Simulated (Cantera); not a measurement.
What does this Cantera script print?

```python
import numpy as np
import cantera as ct

gas_names = """
    F F2 H HF H2 H2F2 H3F3 H4F4 H5F5 H6F6 H7F7 N NF NF2 NF3 NH NH2 NH3 N2 N2H2 N2H4 Si SiF SiF2 SiF3
    SiF4 SiH SiHF3 SiH2 SiH2F2 SiH3 SiH3F SiH4 SiN Si2 Si2N Si3
""".split()
cond_names = """
    Si(cr) Si(L) Si3N4(a)
""".split()


# ... load() reads the species with a 1 bar reference pressure and builds the phases ...
atoms = {
    'SiF4': {'Si': 1, 'F': 4},
    'N2': {'N': 2},
    'H2': {'H': 2},
}
top_T = {'Si3N4(a)': 2400}  # K; cautious upper limits of use, not melting points


# ... equilibrate(T, P, feed) seeds the gas with the atoms and calls Mixture.equilibrate('TP', solver="vcs", rtol=1e-11, max_steps=5000) ...
results = []
feed = {'SiF4': 1, 'N2': 1.1, 'H2': 2.8}  # mol
T = 798  # K
P = 10000  # Pa
mix = equilibrate(T, P, feed)
results.append((T, P, feed, dict(zip(mix.species_names, mix.species_moles))))
print(gas.report(threshold=1e-05))
for i in range(1, mix.n_phases):
    print(f"{mix.phase(i).name:16s} {mix.phase_moles(i):12.5e} mol")
```

Output:

```
       temperature   798 K
          pressure   10000 Pa
           density   0.04323 kg/m^3
  mean mol. weight   28.683 kg/kmol
   phase of matter   gas

                          1 kg             1 kmol
                     ---------------   ---------------
          enthalpy       -1.0761e+07       -3.0867e+08  J
   internal energy       -1.0993e+07        -3.153e+08  J
           entropy            8487.7        2.4345e+05  J/K
    Gibbs function       -1.7535e+07       -5.0294e+08  J
 heat capacity c_p            1542.9             44256  J/K
 heat capacity c_v            1253.1             35941  J/K

                      mass frac. Y      mole frac. X     chem. pot. / RT
                     ---------------   ---------------   ---------------
                HF        5.7367e-05        8.2246e-05           -74.944
                H2          0.040155            0.5713           -19.837
               NH3        3.7062e-05        6.2418e-05           -43.812
                N2           0.21923           0.22447           -28.111
              SiF4           0.74038           0.20404           -284.94
             SiHF3        0.00014238        4.7439e-05           -229.84
     [  +31 minor]        1.1869e-07        4.1333e-08

Si(cr)            0.00000e+00 mol
Si3N4(a)          1.41925e-05 mol
```

Equilibrium computed with Cantera from the NASA thermochemical tables; the gas is ideal and each condensed phase is pure. N2 is the only nitrogen source here; it is nearly inert below about 1500 K, so the nitride shown seldom forms there in practice.
